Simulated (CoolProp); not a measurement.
Model: reference Helmholtz-energy equation of state, Wagner 2002, in CoolProp.

Task: For water, give the phase and the cv (kJ/(kg K)), expansivity (1/kK), conductivity (mW/(m K)) at 158.05 °C and 22.6 MPa; 339.35 °C and 22.6 MPa; 448.15 °C and 22.6 MPa.

Result: 
- 158.05 °C and 22.6 MPa: liquid; cv 3.47, expansivity 0.996, conductivity 694
- 339.35 °C and 22.6 MPa: liquid; cv 3.00, expansivity 4.49, conductivity 506
- 448.15 °C and 22.6 MPa: supercritical; cv 2.36, expansivity 4.35, conductivity 98.8

Thermal conductivity comes from a separate model (Huber 2012).
